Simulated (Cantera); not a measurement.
# NO annealing gas

An isothermal, constant-pressure homogeneous reactor starts with 47.6 % NO, 52.4 % N2, at 2175 K and 24.0 Torr.

Cantera simulation using GRI-Mech 3.0 (53 species, 325 reactions); the numbers are that mechanism's predictions, not measurements. Radical loss at walls, strong at low pressure, is not modelled.

| t (s) | x NO | x N2O | x O | x N2 | x NO2 |
|---|---|---|---|---|---|
| 0.000100 | 0.476 | 2.68e-6 | 2.74e-6 | 0.524 | 4.04e-9 |
| 0.000214 | 0.476 | 5.67e-6 | 5.93e-6 | 0.524 | 1.75e-8 |
| 0.000459 | 0.476 | 1.18e-5 | 1.30e-5 | 0.524 | 7.24e-8 |
| 0.000983 | 0.476 | 2.39e-5 | 2.92e-5 | 0.524 | 2.71e-7 |
| 0.00211 | 0.476 | 4.52e-5 | 6.79e-5 | 0.524 | 8.87e-7 |
| 0.00451 | 0.476 | 7.55e-5 | 0.000164 | 0.524 | 2.51e-6 |
| 0.00966 | 0.475 | 0.000101 | 0.000393 | 0.524 | 6.10e-6 |
| 0.0207 | 0.474 | 0.000103 | 0.000835 | 0.524 | 1.18e-5 |
| 0.0443 | 0.470 | 9.19e-5 | 0.00139 | 0.526 | 1.78e-5 |
| 0.0950 | 0.460 | 8.18e-5 | 0.00183 | 0.531 | 2.37e-5 |
| 0.203 | 0.434 | 6.79e-5 | 0.00234 | 0.544 | 3.21e-5 |
| 0.436 | 0.372 | 4.48e-5 | 0.00321 | 0.575 | 4.22e-5 |
| 0.934 | 0.245 | 1.69e-5 | 0.00448 | 0.638 | 4.19e-5 |
| 2.00 | 0.0907 | 2.12e-6 | 0.00566 | 0.714 | 2.02e-5 |
x: mole fraction; the columns are a selection and need not sum to one.

Equilibrium at this temperature and pressure: NO 0.0122, N2O 1.19e-7, O 0.00619, N2 0.753, NO2 2.99e-6 (gas phase only).
